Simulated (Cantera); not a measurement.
Reactions in the system C-O-Si

Cantera with NASA thermochemical tables; ideal gases at 1 bar, condensed phases pure. Values are per mole of reaction as written; species without (g) are pure solids or liquids, kept so even where they would boil at 1 bar.

SiO(g) + C → Si + CO(g)

| T (K) | ΔH° (kJ) | ΔS° (J/K) | ΔG° (kJ) | log10 K |
|---|---|---|---|---|
| 300 | -10.1 | -0.8 | -9.9 | 1.72 |
| 550 | -8.1 | 4.3 | -10.4 | 0.99 |
| 575 | -7.9 | 4.5 | -10.5 | 0.96 |
| 600 | -7.8 | 4.7 | -10.6 | 0.93 |
| 625 | -7.7 | 4.9 | -10.8 | 0.90 |
| 650 | -7.6 | 5.1 | -10.9 | 0.88 |
| 675 | -7.5 | 5.2 | -11.0 | 0.85 |
| 700 | -7.4 | 5.3 | -11.2 | 0.83 |

2 O(g) + Si₂C(g) → CO₂(g) + 2 Si

| T (K) | ΔH° (kJ) | ΔS° (J/K) | ΔG° (kJ) | log10 K |
|---|---|---|---|---|
| 300 | -1427.5 | -313.1 | -1333.5 | 232.18 |
| 550 | -1429.2 | -317.7 | -1254.5 | 119.14 |
| 575 | -1429.2 | -317.8 | -1246.5 | 113.23 |
| 600 | -1429.2 | -317.8 | -1238.6 | 107.83 |
| 625 | -1429.2 | -317.8 | -1230.6 | 102.85 |
| 650 | -1429.2 | -317.8 | -1222.7 | 98.25 |
| 675 | -1429.2 | -317.8 | -1214.7 | 94.00 |
| 700 | -1429.2 | -317.7 | -1206.8 | 90.05 |
